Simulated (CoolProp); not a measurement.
A single-stage vapour-compression cycle with methanol: evaporating at 328.15 K (dew point), condensing at 358.15 K (bubble point), superheat 8 K, subcooling 0 K, compressor efficiency 0.65, no pressure losses. Each further row changes one setting.

Computed with CoolProp (reference Helmholtz-energy equation of state, de Reuck 1993).

```csv
case,cooling COP,pressure ratio,discharge temperature (K),refrigerating effect (kJ/kg),volumetric capacity (kJ/m³)
as stated,___,3.13,434.1,1060,862
evaporating temperature 333.15 K,8.02,2.55,420.2,1060,1050
condensing temperature 353.15 K,___,2.63,418.0,1070,874
subcooling 5 K,6.58,3.13,434.1,1070,874
superheat 18 K,___,3.13,___,___,___
compressor efficiency 0.55,___,3.13,___,1060,862
```

Complete the blanks.


- as stated, cooling COP: 6.49
- condensing temperature 353.15 K, cooling COP: 7.89
- superheat 18 K, cooling COP: 6.36
- superheat 18 K, discharge temperature (K): 449.7
- superheat 18 K, refrigerating effect (kJ/kg): 1080
- superheat 18 K, volumetric capacity (kJ/m³): 847
- compressor efficiency 0.55, cooling COP: 5.49
- compressor efficiency 0.55, discharge temperature (K): 450.5
